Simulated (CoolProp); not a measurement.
The fluid at 389.16 K and 0.349 MPa is throttled through a valve to 0.121 MPa with no heat exchange. The same conditions are run with several fluids, on thermodynamics alone (safety and materials aside).

Model: reference Helmholtz-energy equation of state of each fluid (methanol: de Reuck 1993; R125: Lemmon 2005; vinyl chloride: Thol 2022; R114: Platzer 1990; dry air: Lemmon 2000), in CoolProp. The equations of Platzer and Polt are older, rougher fits. Blends and air are pseudo-pure fits.

```csv
fluid,temperature change (K),final density (kg/m³)
methanol,-14.1,1.27
R125,-1.4,4.54
vinyl chloride,-2.9,2.38
R114,-2.4,6.54
dry air,-0.3,1.08
```
